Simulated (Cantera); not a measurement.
A closed system holds: 1 mol MgO, 14 mol CO, 2.1 mol H2, held at 1100 K and 1.20 bar.

These are equilibrium values from Cantera (NASA tables, ideal gas, pure condensed phases), not measurements of a reactor. Candidate condensed phases: C, C6H6, C7H8, C8H18, H2O, Mg, MgCO3, MgO, Mg(OH)2; 116 gas species. Equilibrium is a limit: real reactors are often held back by kinetics, nucleation or transport.

Base state: CO 0.793, H2 0.128, CO2 0.0667, H2O 0.0109, CH4 0.000709 (mole fractions); condensed: C(graphite) + MgO(s).

### Question
What changes in the equilibrium state with this change: temperature from 1100 K to 1848 K?

### Answer
```
species             before     after
----------------  --------  --------
CO                   0.793     0.869
H2                   0.128     0.130
Mg                   <1e-9  0.000641
CO2                 0.0667  0.000405
H2O                 0.0109  0.000243
H                  8.45e-9  0.000175
CH4               0.000709   1.69e-6
C(graphite), mol      1.15         0
MgO(s), mol           1.00     0.990
```
